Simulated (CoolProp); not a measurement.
Dodecamethylpentasiloxane (MD3M) along the isotherm 346.85 °C: Z from the reference equation and from simpler models built on Tc = 354.9 °C, pc = 9.540 bar, ω = 0.730; each cubic takes its own stable root.

The numbers come from the reference Helmholtz-energy equation of state, Thol 2019 in CoolProp.

```json
[
 {"p (bar)": "0.302", "phase": "gas", "reference": "0.9877"},
 {"p (bar)": "0.47", "phase": "gas", "reference": "0.9807"},
 {"p (bar)": "0.731", "phase": "gas", "reference": "0.9698"},
 {"p (bar)": "1.14", "phase": "gas", "reference": "0.9524"},
 {"p (bar)": "1.77", "phase": "gas", "reference": "0.9248"},
 {"p (bar)": "2.76", "phase": "gas", "reference": "0.8789"},
 {"p (bar)": "4.3", "phase": "gas", "reference": "0.8003"},
 {"p (bar)": "6.69", "phase": "gas", "reference": "0.6466"},
 {"p (bar)": "10.4", "phase": "liquid", "reference": "0.1757"},
 {"p (bar)": "16.2", "phase": "liquid", "reference": "0.2505"},
 {"p (bar)": "25.3", "phase": "liquid", "reference": "0.3676"},
 {"p (bar)": "39.3", "phase": "liquid", "reference": "0.5413"},
 {"p (bar)": "61.3", "phase": "liquid", "reference": "0.8021"},
 {"p (bar)": "95.4", "phase": "liquid", "reference": "1.187"}
]
```

How far does each simpler model (Soave-Redlich-Kwong, Peng-Robinson) lie from the reference over these 14 states: mean and median of the absolute difference, and the worst?


- Soave-Redlich-Kwong: mean 6.6 %, median 3.1 %, worst +26.5 % at 346.85 °C and 10.4 bar
- Peng-Robinson: mean 2.4 %, median 0.4 %, worst +13.7 % at 346.85 °C and 10.4 bar
